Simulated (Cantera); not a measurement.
A freely propagating, adiabatic, planar premixed flame of 33.5 % H₂, 14.0 % O₂, 52.6 % N₂, unburnt at 500 K and 500000 Pa; multicomponent transport, grid criteria slope 0.08 and curve 0.16, no radiation.

Detailed kinetics in Cantera: the H2/O2 subset of GRI-Mech 3.0, which has no nitrogen chemistry. The hydrogen kinetics of GRI-Mech 3.0 are dated; newer H2 mechanisms differ, most at raised pressure. Burning velocities carry a grid error of a few per cent, more on coarse grids.

**Question.** Predict: laminar burning velocity; thermal thickness; peak x(O); peak x(H); peak x(HO₂).

**Answer.** 
```json
{
 "laminar_burning_velocity": "587 cm/s",
 "thermal_thickness": "0.0533 mm",
 "peak x(O)": "0.00652",
 "peak x(H)": "0.0413",
 "peak x(HO₂)": "0.00107"
}
```
